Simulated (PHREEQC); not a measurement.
**Polishing slurry liquid (model solution)**

Dissolve 16 mmol/kgw KOH and 4.1 mmol/kgw K2SO4 at 25 °C. Closed to the air; pH follows from the charge balance.

The numbers come from PHREEQC with the ion-association model, phreeqc.dat.

Each row changes one thing in this solution. Precipitation was switched off in this run.

| case | pH | ionic strength (mol/kgw) | SO4-2 (mol/kgw) | KSO4- (mol/kgw) |
|---|---|---|---|---|
| as made | 12.13 | 0.0276 | 0.00376 | 0.000337 |
| K2SO4 from 0.0041 to 0.00041 mol/kgw | 12.14 | 0.0172 | 0.000383 | 2.70e-5 |
| K2SO4 from 0.0041 to 0.0205 mol/kgw | 12.10 | 0.0720 | 0.0178 | 0.00274 |
| diluted 100-fold with water | 10.19 | 0.000283 | 4.09e-5 | 6.44e-8 |
| temperature from 25 to 55 °C | 11.27 | 0.0273 | 0.00360 | 0.000499 |
| K2SO4 from 0.0041 to 0.00451 mol/kgw | 12.13 | 0.0288 | 0.00413 | 0.000378 |
| diluted 10-fold with water | 11.17 | 0.00282 | 0.000405 | 5.45e-6 |
| temperature from 25 to 80 °C | 10.71 | 0.0270 | 0.00346 | 0.000643 |
| 0.0017 mol/kgw Na2SO4 added | 12.12 | 0.0324 | 0.00530 | 0.000453 |

At this temperature some constants are extrapolated from 25 °C, and those without enthalpy data are left unchanged.
